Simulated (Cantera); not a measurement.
A perfectly stirred reactor is fed with C2H6 : N2 = 1 : 55 (molar parts), at 750 Torr; it is held at 1550 K, and followed from long to short residence time.

Cantera simulation using GRI-Mech 3.0 (53 species, 325 reactions); the numbers are that mechanism's predictions, not measurements. GRI-Mech 3.0 stops at C3 and has no aromatics, soot or wall deposition, so with more carbon than oxygen in the feed, carbon stays in small species such as C2H2 where larger ones or solid carbon would form.

### Question
What does this change do: N2 55 to 82 parts?

### Answer
```
quantity                  before     after
----------------------  --------  --------
x(C2H6) at τ = 6.30 s    2.98e-6   2.25e-6
x(C2H2) at τ = 6.30 s     0.0155    0.0105
x(H2) at τ = 6.30 s       0.0294    0.0199
x(HCN) at τ = 6.30 s     4.85e-7   6.71e-7
x(CH4) at τ = 6.30 s     0.00337   0.00238
x(C2H6) at τ = 20.0 ms  0.000268  0.000203
x(C2H2) at τ = 20.0 ms    0.0133   0.00897
x(H2) at τ = 20.0 ms      0.0250    0.0170
x(HCN) at τ = 20.0 ms    3.80e-7   5.46e-7
x(CH4) at τ = 20.0 ms    0.00526   0.00356
```
